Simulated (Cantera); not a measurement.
Cantera run, input and output.

```python
import numpy as np
import cantera as ct

gas = ct.Solution("gri30.yaml")
gas.TPX = 773, 1600000, {'CO': 1, 'H2': 0.83, 'CH4': 0.15, 'O2': 0.81, 'N2': 3.05}
inlet = ct.Reservoir(gas, clone=True)
gas.equilibrate("HP")  # start burning
reactor = ct.IdealGasConstPressureReactor(gas, energy="on", clone=False)
exhaust = ct.Reservoir(gas, clone=True)
tau = [0.038, 0.014, 0.005, 0.0018, 0.00066, 0.00024, 8.6e-05, 3.1e-05, 1.1e-05, 4.1e-06][0]
for a, b in ((inlet, reactor), (reactor, exhaust)):
    ct.MassFlowController(a, b, mdot=lambda t: reactor.mass / tau)
net = ct.ReactorNet([reactor])
show = ['CO', 'H2', 'CH4', 'CH3', 'H2O', 'NO2']

rows = []
print(f"{'tau/s':>10s}{'T/K':>9s}" + "".join(f"{s:>11s}" for s in show))
for tau in [0.038, 0.014, 0.005, 0.0018, 0.00066, 0.00024, 8.6e-05, 3.1e-05, 1.1e-05, 4.1e-06]:
    net.initial_time = 0.0
    net.advance(30 * tau)
    before = gas.X
    net.advance(40 * tau)
    drift = np.max(np.abs(gas.X - before) / (gas.X + 1e-9))
    rows.append([gas.T, *gas[show].X, drift])
    print(f"{tau:10.3e}{gas.T:9.1f}" + "".join(f"{x:11.3e}" for x in gas[show].X))
```

It prints:

```
     tau/s      T/K         CO         H2        CH4        CH3        H2O        NO2
 3.800e-02   2570.5  1.187e-01  3.387e-02  4.877e-07  3.051e-07  1.759e-01  4.140e-08
 1.400e-02   2569.9  1.187e-01  3.388e-02  1.272e-06  8.035e-07  1.759e-01  4.189e-08
 5.000e-03   2568.1  1.188e-01  3.389e-02  3.220e-06  2.083e-06  1.757e-01  4.326e-08
 1.800e-03   2563.7  1.189e-01  3.392e-02  7.208e-06  4.893e-06  1.754e-01  4.673e-08
 6.600e-04   2554.5  1.191e-01  3.400e-02  1.370e-05  9.969e-06  1.746e-01  5.421e-08
 2.400e-04   2536.6  1.197e-01  3.421e-02  2.332e-05  1.810e-05  1.732e-01  6.688e-08
 8.600e-05   2504.7  1.207e-01  3.465e-02  3.899e-05  3.087e-05  1.708e-01  8.129e-08
 3.100e-05   2452.6  1.227e-01  3.547e-02  6.864e-05  5.172e-05  1.670e-01  8.844e-08
 1.100e-05   2370.1  1.264e-01  3.679e-02  1.362e-04  9.007e-05  1.616e-01  8.143e-08
 4.100e-06   2254.6  1.330e-01  3.854e-02  3.095e-04  1.642e-04  1.552e-01  6.277e-08
```

Model: GRI-Mech 3.0 (53 species, 325 reactions), integrated in Cantera. The pressure lies above the range GRI-Mech 3.0 was tuned for (to about 10 atm).
